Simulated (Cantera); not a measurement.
A closed system holds: 1 mol V2O5, 900 mol H2, at 1275 K and 170 Pa.

Equilibrium computed with Cantera from the NASA thermochemical tables; the gas is ideal and each condensed phase is pure. Candidate condensed phases: H2O, V, VO, V2O3, V2O4, V2O5; 12 gas species. Condensed phases not in the tables: the oxides between V2O3 and V2O5 other than VO2. Kinetics and transport are ignored.

Base state: H2 0.998, H2O 0.00222, H 1.79e-5 (mole fractions); condensed: V2O3(s).

What changes in the equilibrium state with this change: V2O5 replaced by ZrO2?


```csv
species,before,after
H2,0.998,1.000
H,1.79e-5,1.79e-5
H2O,0.00222,<1e-9
"V2O3(s), mol",1.00,0
"ZrO2(monoclinic), mol",0,1.00
```
Further candidate phases: Zr, ZrO2.
